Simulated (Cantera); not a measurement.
An isothermal, constant-pressure homogeneous reactor starts with N₂O : O₂ = 1 : 1.1 (molar parts), at 1025 K and 0.306 atm.

Detailed kinetics in Cantera: GRI-Mech 3.0 (53 species, 325 reactions). GRI-Mech 3.0 was tuned for natural gas; its chemistry of N2O as a main component is partial and can be far from experiment. The mechanism lacks the step 2 NO + O2 → 2 NO2, which can matter for NO2 below about 1400 K. The temperature is held fixed by assumption; the heat of reaction is taken as removed at once.

x: mole fraction; the columns are a selection and need not sum to one.

```
t (s)     x N₂O   x O₂      x NO      x N₂      x O     x NO₂
--------  -----  -----  --------  --------  -------  --------
4.00e-6   0.476  0.524  8.32e-12   3.71e-9        …    <1e-12
1.45e-5   0.476  0.524  1.04e-10   1.42e-8        …    <1e-12
5.23e-5   0.476  0.524   1.17e-9   5.95e-8        …    <1e-12
0.000189  0.476  0.524   9.80e-9   2.72e-7        …    <1e-12
0.000684  0.476  0.524   5.06e-8   1.14e-6  7.19e-8    <1e-12
0.00247   0.476  0.524   2.00e-7   4.31e-6  7.19e-8  1.44e-12
0.00894   0.476  0.524   7.42e-7   1.58e-5  7.19e-8  1.98e-11
0.0323    0.476  0.524   2.70e-6   5.72e-5  7.19e-8  2.60e-10
0.117     0.476  0.524   9.77e-6  0.000207  7.19e-8   3.28e-9
0.423     0.475  0.524   3.53e-5  0.000747  7.18e-8   3.84e-8
1.53      0.473  0.524  0.000127   0.00269  7.18e-8   3.52e-7
5.53      0.464  0.526  0.000453   0.00962  7.15e-8   2.00e-6
20.0      0.434  0.531   0.00156    0.0333  7.04e-8   7.83e-6
```

Problem. Some entries are withheld; supply them.

Solution. 
- 4.00e-6, x O: 3.53e-9
- 1.45e-5, x O: 1.20e-8
- 5.23e-5, x O: 3.47e-8
- 0.000189, x O: 6.52e-8
